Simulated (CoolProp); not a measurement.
200 sccm (0 °C, 1 atm) of nitrogen bubbles through liquid m-xylene at 356.3 K and leaves saturated at a total pressure of 0.15 MPa (ideal gas phase). Each further row changes one setting.

The numbers come from the reference Helmholtz-energy equation of state, Zhou 2012 in CoolProp.

```csv
case,vapour pressure (kPa),mole fraction of vapour,delivery (mg/min),delivery (sccm),change of delivery for a bath 1 K warmer (%)
as stated,17.0,0.114,…,…,4.4
bath temperature 361.3 K,…,…,150,31.7,4.3
total pressure 0.3 MPa,17.0,0.0568,57.1,…,4.1
```

Q: Fill in the missing entries.

A: 
- as stated, delivery (mg/min): 121
- as stated, delivery (sccm): 25.6
- bath temperature 361.3 K, vapour pressure (kPa): 20.5
- bath temperature 361.3 K, mole fraction of vapour: 0.137
- total pressure 0.3 MPa, delivery (sccm): 12.0
